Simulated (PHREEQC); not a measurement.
Dissolve 0.0033 mol/kgw HF, 0.2 mol/kgw NH4F and 3.2e-06 mol/kgw H4SiO4 at 25 °C. Closed to the air; pH follows from the charge balance.

The numbers come from PHREEQC with the ion-association model, wateq4f.dat.

```csv
quantity,before,after
pH,5.04,4.47
HF (mol/kgw),0.00182,0.00635
HF2- (mol/kgw),0.00145,0.00478
NH3 (mol/kgw),9.41e-6,2.54e-6
H2F2 (mol/kgw),9.01e-6,0.000110
SI of Quartz (SiO2),-6.93,-9.06
```

Task: Which change was made?
A) HF left out
B) temperature from 25 to 15 °C
C) 0.012 mol/kgw HCl added
D) 0.0081 mol/kgw HBr added
E) NH4F from 0.2 to 0.3 mol/kgw

Result: D, 0.0081 mol/kgw HBr added

Precipitation was switched off in this run. SiF6-2 is the database's only silicon fluoride.
